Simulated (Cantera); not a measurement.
A closed system holds: 1 mol CO, 0.33 mol CO2, equilibrated at 10.0 Torr.

Cantera equilibrium calculation (NASA polynomials, part measured and part estimated; ideal gas, pure solids and liquids). Candidate condensed phases: C; 12 gas species. Equilibrium is a limit: real reactors are often held back by kinetics, nucleation or transport.

log p: log10 of the partial pressure in bar; n: condensed amount in mol.

```csv
T (°C),log p CO2,log p CO,log p O,log p O2,n C(graphite)
252,-1.88,-4.90,<-13,<-13,0.500
402,-1.91,-3.00,<-13,<-13,0.467
552,-2.40,-2.03,<-13,<-13,0.0500
702,-2.48,-2.00,<-13,<-13,0
852,-2.48,-2.00,<-13,<-13,0
1002,-2.48,-2.00,<-13,<-13,0
1152,-2.48,-2.00,(withheld),-12.61,0
1302,-2.48,-2.00,(withheld),-10.65,0
1452,-2.48,-2.00,(withheld),-9.04,0
1602,-2.48,-2.00,(withheld),-7.69,0
1752,-2.48,-2.00,(withheld),-6.54,0
1902,-2.48,-2.00,(withheld),-5.56,0
2052,-2.49,-2.00,(withheld),-4.72,0
2202,-2.53,-1.99,(withheld),-4.05,0
```

Question: What belongs in the gaps?

Answer: 
- 1152, log p O: -12.16
- 1302, log p O: -10.30
- 1452, log p O: -8.76
- 1602, log p O: -7.46
- 1752, log p O: -6.36
- 1902, log p O: -5.42
- 2052, log p O: -4.60
- 2202, log p O: -3.92
